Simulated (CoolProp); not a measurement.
Nitrogen along the isobar 10.8 MPa: Z from the reference equation and from simpler models built on Tc = 126.2 K, pc = 3.396 MPa, ω = 0.037; each cubic takes its own stable root.

Values from CoolProp's reference Helmholtz-energy equation of state, Span 2000.

| T (K) | phase | reference | van der Waals | Redlich-Kwong | Soave-Redlich-Kwong | Peng-Robinson |
|---|---|---|---|---|---|---|
| 88.1 | liquid | 0.5245 | 0.7326 | 0.5191 | 0.5207 | (withheld) |
| 117.4 | liquid | 0.4749 | 0.6324 | 0.4848 | (withheld) | 0.4328 |
| 146.6 | supercritical | 0.5330 | 0.6230 | 0.5613 | 0.5683 | (withheld) |
| 175.9 | supercritical | 0.7241 | 0.7009 | 0.7325 | (withheld) | (withheld) |
| 205.1 | supercritical | 0.8593 | 0.8055 | 0.8533 | 0.8826 | 0.8384 |
| 234.4 | supercritical | 0.9335 | 0.8795 | 0.9216 | 0.9527 | 0.9124 |
| 263.7 | supercritical | 0.9765 | 0.9268 | 0.9619 | 0.9932 | 0.9570 |
| 292.9 | supercritical | 1.003 | 0.9577 | 0.9869 | 1.018 | 0.9851 |
| 322.2 | supercritical | 1.020 | 0.9789 | 1.003 | 1.033 | 1.004 |
| 351.5 | supercritical | 1.031 | 0.9937 | (withheld) | (withheld) | (withheld) |

**Question.** What belongs in the gaps?

**Answer.** 
- 88.1, Peng-Robinson: 0.4630
- 117.4, Soave-Redlich-Kwong: 0.4843
- 146.6, Peng-Robinson: 0.5211
- 175.9, Soave-Redlich-Kwong: 0.7561
- 175.9, Peng-Robinson: 0.7100
- 351.5, Redlich-Kwong: 1.014
- 351.5, Soave-Redlich-Kwong: 1.042
- 351.5, Peng-Robinson: 1.016
